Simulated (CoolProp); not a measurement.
R134a along the isotherm 363.6 K: density (kg/m³) from the reference equation and from simpler models built on Tc = 374.2 K, pc = 40.59 bar, ω = 0.327; each cubic takes its own stable root.

Computed with CoolProp (reference Helmholtz-energy equation of state, Tillner-Roth 1994).

```tsv
p (bar)	phase	reference	Redlich-Kwong	Soave-Redlich-Kwong
25.4	gas	125.4	120.8	122.1
50.7	liquid	917.3	719.6	739.3
76.1	liquid	974.0	799.2	812.3
101	liquid	1011	849.0	859.4
127	liquid	1040	888.0	896.8
152	liquid	1064	918.4	926.1
178	liquid	1084	944.9	951.8
203	liquid	1102	967.1	973.3
228	liquid	1117	986.6	992.4
254	liquid	1132	1005	1010
279	liquid	1145	1021	1026
304	liquid	1157	1035	1040
330	liquid	1168	1049	1053
355	liquid	1179	1061	1065
381	liquid	1189	1073	1077
406	liquid	1198	1084	1088
```
